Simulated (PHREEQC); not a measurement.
A solution holds 0.0023 mol/kgw HF, 0.01 mol/kgw (CH3)4NF and 0.032 mol/kgw (NH4)2SiF6, at 20 °C. Closed to the air; pH follows from the charge balance.

Model: ion-association model, phreeqc.dat, run in PHREEQC.

```tsv
quantity	before	after
pH	3.71	3.67
ionic strength (mol/kgw)	0.106	0.202
F- (mol/kgw)	0.0102	0.0102
HF (mol/kgw)	0.00204	0.00205
HF2- (mol/kgw)	7.64e-5	7.65e-5
H4SiO4 (mol/kgw)	1.47e-5	2.37e-5
SI of Quartz (SiO2)	-0.77	-0.55
```

Question: Name the change that produced these shifts.
A. (NH4)2SiF6 from 0.032 to 0.064 mol/kgw
B. diluted 2-fold with water
C. diluted 10-fold with water
D. 0.0067 mol/kgw NaHCO3 added

Answer: A, (NH4)2SiF6 from 0.032 to 0.064 mol/kgw

This is a speciation only: nothing precipitates in the calculation. (CH3)4N+ isn't in the database: it is added as a free cation with an ion size of 4 Å. SiF6-2 is the database's only silicon fluoride.
